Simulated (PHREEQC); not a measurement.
# Silver or lead bath

Consider water at 45 °C with 0.00074 mol/kgw PbCl2, 0.0045 mol/kgw HNO3 and 0.034 mol/kgw Zn(NO3)2. Closed to the air; pH follows from the charge balance.

Equilibrium calculation in PHREEQC: ion-association model, wateq4f.dat.

Each row changes one thing in this solution. This is a speciation only: nothing precipitates in the calculation.

```json
[
 {"case": "as made", "pH": "2.44", "ZnOH+ (mol/kgw)": "2.06e-8", "SI of Zincite(c) (ZnO)": "-7.15"},
 {"case": "HNO3 replaced by Ni(NO3)2 at the same molality", "pH": "?", "ZnOH+ (mol/kgw)": "?", "SI of Zincite(c) (ZnO)": "-1.85"},
 {"case": "PbCl2 left out", "pH": "2.43", "ZnOH+ (mol/kgw)": "2.07e-8", "SI of Zincite(c) (ZnO)": "-7.15"},
 {"case": "temperature from 45 to 20 °C", "pH": "2.43", "ZnOH+ (mol/kgw)": "3.46e-9", "SI of Zincite(c) (ZnO)": "-8.42"},
 {"case": "temperature from 45 to 80 °C", "pH": "2.44", "ZnOH+ (mol/kgw)": "1.62e-7", "SI of Zincite(c) (ZnO)": "-5.69"},
 {"case": "Zn(NO3)2 from 0.034 to 0.068 mol/kgw", "pH": "?", "ZnOH+ (mol/kgw)": "3.65e-8", "SI of Zincite(c) (ZnO)": "-6.91"}
]
```

Q: Fill in the missing entries.

A: 
- HNO3 replaced by Ni(NO3)2 at the same molality, pH: 5.09
- HNO3 replaced by Ni(NO3)2 at the same molality, ZnOH+ (mol/kgw): 9.19e-6
- Zn(NO3)2 from 0.034 to 0.068 mol/kgw, pH: 2.45

Species that the database lacks are ignored. Away from 25 °C the constants follow the database's enthalpies or fits; those with neither stay at their 25 °C values.
